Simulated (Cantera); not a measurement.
Feed: 1 mol Si₂H₆, 4.1 mol O₃, equilibrated at 13300 Pa.

Cantera equilibrium calculation (NASA polynomials, part measured and part estimated; ideal gas, pure solids and liquids). Candidate condensed phases: H₂O, Si, SiO₂; 18 gas species. The feed counts by its element totals alone. The tables hold silica as quartz up to 1696 K and as liquid above; real silica turns to tridymite and cristobalite and melts near 1996 K. Gases not in the tables: Si(OH)₄. Kinetics and transport are ignored.

Question: Which condensed phases are stable at each of these points (T (K)): 725, 825, 925, 1025, 1125, 1225, 1325, 1425, 1525, 1625, 1725, 1825, 1925?

Answer: 
| T (K) | condensed phases | Si condensed (%) |
|---|---|---|
| 725 | SiO₂(α-quartz) | 100.0 |
| 825 | SiO₂(α-quartz) | 100.0 |
| 925 | SiO₂(β-quartz) | 100.0 |
| 1025 | SiO₂(β-quartz) | 100.0 |
| 1125 | SiO₂(β-quartz) | 100.0 |
| 1225 | SiO₂(β-quartz) | 100.0 |
| 1325 | SiO₂(β-quartz) | 100.0 |
| 1425 | SiO₂(β-quartz) | 100.0 |
| 1525 | SiO₂(β-quartz) | 100.0 |
| 1625 | SiO₂(β-quartz) | 100.0 |
| 1725 | SiO₂(condensed) | 100.0 |
| 1825 | SiO₂(condensed) | 100.0 |
| 1925 | SiO₂(condensed) | 100.0 |

From 725 K to 825 K the condensed part is SiO₂(α-quartz). From 925 K to 1625 K the condensed part is SiO₂(β-quartz). From 1725 K to 1925 K the condensed part is SiO₂(condensed).
